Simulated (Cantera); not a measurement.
Input: 1 mol Pb, 13 mol NH₃, 1.1 mol H₂, at 1023 K and 1.60 bar.

Method: chemical equilibrium by Gibbs-energy minimisation in Cantera with the NASA 1993 tables (ideal gas, pure condensed phases). Candidate condensed phases: Pb; 11 gas species. The numbers say what is thermodynamically allowed, not how fast it happens.

Base state: H₂ 0.760, N₂ 0.240, NH₃ 0.000260, Pb 1.67e-5 (mole fractions); condensed: Pb(l).

Q: What changes in the equilibrium state with this change: Pb replaced by Fe?

A: 
| species | before | after |
|---|---|---|
| H₂ | 0.760 | 0.760 |
| N₂ | 0.240 | 0.240 |
| NH₃ | 0.000260 | 0.000260 |
| Pb | 1.67e-5 | 0 |
| Pb(l), mol | 1.000 | 0 |
| Fe(α), mol | 0 | 1.00 |
Further candidate phases: Fe.

Q: What changes in the equilibrium state with this change: temperature from 1023 K to 1673.15 K?

A: 
```csv
species,before,after
H₂,0.760,0.733
N₂,0.240,0.231
Pb,1.67e-5,0.0355
H,2.85e-9,7.72e-5
Pb₂,<1e-9,2.07e-5
NH₃,0.000260,1.87e-5
"Pb(l), mol",1.000,0
```
